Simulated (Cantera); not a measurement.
What does this Cantera script print?

```python
import numpy as np
import cantera as ct

gas_names = """
    CL CL2 H HCL H2 N NH NH2 NH3 N2 N2H2 N2H4 Si SiCL SiCL2 SiCL3 SiCL4 SiH SiHCL3 SiH2 SiH2CL2 SiH3
    SiH3CL SiH4 SiN Si2 Si2N Si3
""".split()
cond_names = """
    NH4CL(a) NH4CL(b) Si(cr) Si(L) Si3N4(a)
""".split()


# ... load() reads the species with a 1 bar reference pressure and builds the phases ...
atoms = {
    'SiCl4': {'Si': 1, 'CL': 4},
    'NH3': {'N': 1, 'H': 3},
    'N2': {'N': 2},
}
top_T = {'Si3N4(a)': 2400}  # K; cautious upper limits of use, not melting points


# ... equilibrate(T, P, feed) seeds the gas with the atoms and calls Mixture.equilibrate('TP', solver="vcs", rtol=1e-11, max_steps=5000) ...
results = []
feed = {'SiCl4': 1, 'NH3': 13, 'N2': 9.9}  # mol
P = 43000  # Pa
for T in [1273, 1373, 1473, 1573, 1673, 1773, 1873, 1973, 2073]:
    mix = equilibrate(T, P, feed)
    results.append((T, P, feed, dict(zip(mix.species_names, mix.species_moles))))

top = {s: max(r[3][s] / sum(r[3][g] for g in gas_names) for r in results) for s in gas_names}
cols = sorted((s for s in top if top[s] > 0.001), key=lambda s: -top[s])[:9]
seen = [c for c in cond_names if any(r[3].get(c, 0) > 1e-12 for r in results)]
print("log10 of partial pressures in bar; condensed amounts in mol")
print(f"{'T/K':>10s}" + "".join(f"{s[:9]:>10s}" for s in cols + seen))
for T, P, feed, n in results:
    ng = sum(n[g] for g in gas_names)
    print(f"{T:10.4g}" + "".join(f"{np.log10(max(n[s] / ng * P / 1e5, 1e-99)):10.3f}" for s in cols)
          + "".join(f"{n.get(c, 0):10.4g}" for c in seen))
```

It prints:

```
log10 of partial pressures in bar; condensed amounts in mol
       T/K        H2        N2       HCL     SiCL2         H     Si(L)  Si3N4(a)
      1273    -0.694    -0.741    -1.337    -5.487    -6.494         0    0.3316
      1373    -0.694    -0.741    -1.338    -4.704    -5.825         0    0.3311
      1473    -0.694    -0.740    -1.339    -4.033    -5.245         0    0.3286
      1573    -0.694    -0.740    -1.345    -3.460    -4.738         0    0.3206
      1673    -0.693    -0.740    -1.360    -2.980    -4.290         0    0.2993
      1773    -0.690    -0.738    -1.393    -2.597    -3.891         0    0.2553
      1873    -0.687    -0.736    -1.449    -2.312    -3.534         0    0.1863
      1973    -0.684    -0.734    -1.527    -2.115    -3.212         0    0.1017
      2073    -0.686    -0.731    -1.553    -2.077    -2.923    0.2227         0
```

Method: chemical equilibrium by Gibbs-energy minimisation in Cantera with the NASA 1993 tables (ideal gas, pure condensed phases). The tables' values for SiCl3, SiCl, SiN are old estimates; treat these amounts as uncertain. Gases not in the tables: Si2H6 and higher silanes.
